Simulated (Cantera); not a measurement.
An isothermal, constant-pressure homogeneous reactor starts with NO : N2 = 1 : 0.11 (molar parts), at 1525 K and 0.612 atm.

Model: GRI-Mech 3.0 (53 species, 325 reactions), integrated in Cantera.

Task: Predict: x(NO) at 100 s; x(O) at 100 s; x(O2) at 100 s; x(NO2) at 100 s; x(N2O) at 100 s; x(N2) at 100 s.

Result: 
```
Property                                          Result
---------------  ---------------------------------------
x(NO) at 100 s     0.368 (gas-phase equilibrium 0.00169)
x(O) at 100 s    3.76e-6 (gas-phase equilibrium 4.85e-6)
x(O2) at 100 s       0.265 (gas-phase equilibrium 0.450)
x(NO2) at 100 s  0.00161 (gas-phase equilibrium 9.66e-6)
x(N2O) at 100 s  4.42e-5 (gas-phase equilibrium 6.77e-8)
x(N2) at 100 s       0.365 (gas-phase equilibrium 0.549)
```
